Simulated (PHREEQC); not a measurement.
**Copper plating or etch bath**

Dissolve 0.019 mol Cu(BF4)2, 0.00091 mol H2SO4 and 0.24 mol NaCl per kg of water at 40 °C. Closed to the air; pH follows from the charge balance.

Computed with PHREEQC (ion-association model, wateq4f.dat).

This is a speciation only: nothing precipitates in the calculation.

Predict the pH, ionic strength, activity of water.

pH 2.63; ionic strength 0.289 mol/kgw; activity of water 0.991.

In which forms is F present?

BF4- 88 %, HF 4.5 %, BF3OH- 4.5 %, F- 1.5 %, BF2(OH)2- 0.9 % of the F.

Constants without temperature data keep their 25 °C values here. Real BF4- forms and hydrolyses slowly; the run takes it at equilibrium.
